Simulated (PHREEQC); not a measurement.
4.1 g of hydrous ferric oxide (600 m²/g; 0.2 weak and 0.005 strong sites per Fe, Dzombak-Morel constants, diffuse double layer) in 1 kg of water with 0.1 mol/kgw of an inert sodium salt, at 25 °C; the pH is set by adding NaOH or the inert anion's acid. O2 is buffered at 0.21 atm. The system is closed to CO2. No solid was allowed to form.

Base run: PHREEQC, ion-association model, wateq4f.dat. Each further column changes one thing. The table gives surface charge σ (C/m²).

```json
[
 {"pH": "3", "base": "0.364", "background salt from 0.1 to 0.01 mol/kgw": "0.334", "oxide from 4.1 to 20 g/kgw": "0.365", "0.0039 mol/kgw ZnCl2 added": "0.364"},
 {"pH": "3.75", "base": "0.339", "background salt from 0.1 to 0.01 mol/kgw": "0.259", "oxide from 4.1 to 20 g/kgw": "0.342", "0.0039 mol/kgw ZnCl2 added": "0.341"},
 {"pH": "4.88", "base": "0.230", "background salt from 0.1 to 0.01 mol/kgw": "0.129", "oxide from 4.1 to 20 g/kgw": "0.236", "0.0039 mol/kgw ZnCl2 added": "0.237"},
 {"pH": "5.62", "base": "0.147", "background salt from 0.1 to 0.01 mol/kgw": "0.071", "oxide from 4.1 to 20 g/kgw": "0.150", "0.0039 mol/kgw ZnCl2 added": "0.158"},
 {"pH": "6.38", "base": "0.082", "background salt from 0.1 to 0.01 mol/kgw": "0.035", "oxide from 4.1 to 20 g/kgw": "0.083", "0.0039 mol/kgw ZnCl2 added": "0.115"},
 {"pH": "7.12", "base": "0.039", "background salt from 0.1 to 0.01 mol/kgw": "0.015", "oxide from 4.1 to 20 g/kgw": "0.039", "0.0039 mol/kgw ZnCl2 added": "0.089"},
 {"pH": "8.25", "base": "-0.005", "background salt from 0.1 to 0.01 mol/kgw": "-0.002", "oxide from 4.1 to 20 g/kgw": "-0.005", "0.0039 mol/kgw ZnCl2 added": "0.038"},
 {"pH": "9", "base": "-0.034", "background salt from 0.1 to 0.01 mol/kgw": "-0.013", "oxide from 4.1 to 20 g/kgw": "-0.035", "0.0039 mol/kgw ZnCl2 added": "0.010"}
]
```

The oxide is taken as insoluble; below pH 4 it would dissolve. In at least one series the solution becomes supersaturated in solids that the run did not let form, among them Zincite(c).
